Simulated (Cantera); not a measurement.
Charge: 1 mol CH3OH, 1.7 mol O2, 0.28 mol N2, held at 2423.15 K and 5.70 bar.

These are equilibrium values from Cantera (NASA tables, ideal gas, pure condensed phases), not measurements of a reactor. Candidate condensed phases: C, C6H6, C7H8, C8H18, H2O; 136 gas species. The numbers say what is thermodynamically allowed, not how fast it happens.

Base state: H2O 0.558, CO2 0.273, N2 0.0779, O2 0.0592, OH 0.0126, CO 0.0114, H2 0.00389, NO 0.00334 (mole fractions); condensed: gas only.

Q: What changes in the equilibrium state with this change: temperature from 2423.15 K to 975 K?

A: 
```
species    before    after
-------  --------  -------
H2O         0.558    0.575
CO2         0.273    0.287
N2         0.0779   0.0805
OH         0.0126  7.82e-8
CO         0.0114    <1e-9
O2         0.0592   0.0575
H2        0.00389    <1e-9
O        0.000999    <1e-9
```

Q: What changes in the equilibrium state with this change: 0.17 mol CH4 added?

A: 
```tsv
species	before	after
H2O	0.558	0.588
CO2	0.273	0.249
N2	0.0779	0.0732
O2	0.0592	0.00193
CO	0.0114	0.0576
H2	0.00389	0.0227
OH	0.0126	0.00549
HO2	1.65e-5	1.30e-6
NO	0.00334	0.000584
O	0.000999	0.000180
H	0.000463	0.00112
```

Q: What changes in the equilibrium state with this change: pressure from 5.70 bar to 10.0 mbar?

A: 
| species | before | after |
|---|---|---|
| H2O | 0.558 | 0.396 |
| CO2 | 0.273 | 0.142 |
| CO | 0.0114 | 0.106 |
| H | 0.000463 | 0.0395 |
| O | 0.000999 | 0.0317 |
| H2 | 0.00389 | 0.0496 |
| OH | 0.0126 | 0.0597 |
| O2 | 0.0592 | 0.104 |
| N2 | 0.0779 | 0.0673 |
| HO2 | 1.65e-5 | 4.35e-6 |
| NO | 0.00334 | 0.00412 |
